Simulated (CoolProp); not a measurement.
R13 at 293.15 K and 1.18 MPa is compressed adiabatically to 5.48 MPa with isentropic efficiency 0.6. Each further row changes one setting.

Values from CoolProp's reference Helmholtz-energy equation of state, Platzer 1990. This equation is an older, rougher fit; its heat capacities, sound speeds and derivatives of the liquid may be far off and weren't checked against measurements.

```json
[
 {"case": "as stated", "work (kJ/kg)": "(withheld)", "final temperature (K)": "(withheld)", "final density (kg/m³)": "(withheld)"},
 {"case": "efficiency 1", "work (kJ/kg)": "32.6", "final temperature (K)": "(withheld)", "final density (kg/m³)": "250"},
 {"case": "efficiency 0.65", "work (kJ/kg)": "50.2", "final temperature (K)": "(withheld)", "final density (kg/m³)": "222"}
]
```

Problem. Complete the blanks.

Solution. 
- as stated, work (kJ/kg): 54.4
- as stated, final temperature (K): 394.0
- as stated, final density (kg/m³): 217
- efficiency 1, final temperature (K): 371.1
- efficiency 0.65, final temperature (K): 389.5
